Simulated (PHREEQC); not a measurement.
Make-up at 25 °C: 1.2 mmol/kgw CuSO4, 33 mmol/kgw HNO3 and 2.6 mmol/kgw KCl. Closed to the air; pH follows from the charge balance.

Equilibrium calculation in PHREEQC: ion-association model, wateq4f.dat.

The ionic strength comes out as 0.0388 mol/kgw. What activity coefficients do CuCl+, K+, Cu+2, Cl-, HSO4- get?

CuCl+ 0.83, K+ 0.83, Cu+2 0.51, Cl- 0.83, HSO4- 0.84.

Precipitation was switched off in this run. Species that the database lacks are ignored.
